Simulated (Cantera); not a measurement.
Gas mixture: CH₃OH : CH₄ : CO₂ = 0.82 : 0.87 : 0.58 (molar parts), at 6830 Torr, frozen composition.

Cantera's kinetic-theory transport with the Lennard-Jones parameters of GRI-Mech 3.0, ideal gas; thermal conductivity in the mixture-averaged form. Polar gases are described roughly by these parameters.

D: mixture-averaged diffusion coefficient of that species in the mixture.

```csv
T (K),ρ (kg/m³),cp (J/kg/K),μ (µPa s),λ (mW/m/K),Pr,D (cm²/s) NH₃,D (cm²/s) CO₂,D (cm²/s) H
400,7.93,1541,15.6,34.5,0.699,0.0340,0.0258,0.190
500,6.34,…,…,…,0.703,…,…,…
600,5.28,1955,22.3,61.5,0.710,0.0745,0.0549,0.394
700,4.53,2138,25.4,75.9,0.715,0.0995,0.0726,0.517
800,3.96,2296,28.2,90.3,0.718,0.127,0.0922,0.652
900,3.52,2434,…,…,0.720,…,…,…
```

Question: Fill in the missing entries.

Answer: 
- 500, cp (J/kg/K): 1751
- 500, μ (µPa s): 19.1
- 500, λ (mW/m/K): 47.5
- 500, D (cm²/s) NH₃: 0.0526
- 500, D (cm²/s) CO₂: 0.0393
- 500, D (cm²/s) H: 0.285
- 900, μ (µPa s): 31.0
- 900, λ (mW/m/K): 105
- 900, D (cm²/s) NH₃: 0.158
- 900, D (cm²/s) CO₂: 0.113
- 900, D (cm²/s) H: 0.799
